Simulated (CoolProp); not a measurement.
Properties of ammonia along the isotherm 162.65 °C.

Values from CoolProp's reference Helmholtz-energy equation of state, Gao 2020.

```tsv
p (MPa)	phase	Z	cp (kJ/(kg K))	cv (kJ/(kg K))	isothermal compressibility (1/MPa)	expansivity (1/kK)	Prandtl number
0.0898	gas	0.9977	2.349	1.855	11.16	2.314	0.846
0.184	gas	0.9954	2.359	1.859	5.460	2.334	0.848
0.379	gas	0.9904	2.382	1.869	2.664	2.376	0.853
0.778	gas	0.9803	2.430	1.888	1.312	2.466	0.863
1.6	gas	0.9589	2.535	[?]	0.6524	2.666	0.884
3.28	gas	0.9135	2.783	2.019	0.3353	3.150	0.931
6.74	gas	[?]	3.513	2.227	0.1874	4.646	1.06
13.8	supercritical	0.5395	8.375	2.809	0.1612	15.73	[?]
28.4	supercritical	0.3509	6.762	2.708	0.01556	7.422	1.40
```

What belongs in the gaps?


- 1.6, cv (kJ/(kg K)): 1.929
- 6.74, Z: 0.8112
- 13.8, Prandtl number: 1.76

Viscosity comes from a separate model (Fenghour 1995). Thermal conductivity comes from a separate model (Tufeu 1984).
